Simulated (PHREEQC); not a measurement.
Make-up at 18 °C: 49 mmol/kgw KOH, 3.7 mmol/kgw Na2SiO3 and 0.63 mmol/kgw K2CO3. Closed to the air; pH follows from the charge balance.

The numbers come from PHREEQC with the ion-association model, phreeqc.dat.

Precipitation was switched off in this run.

### Question
Estimate the pH.

### Answer
pH 12.85.

### Question
In which forms is C present?

### Answer
CO3-2 96 %, NaCO3- 4.2 % of the C.
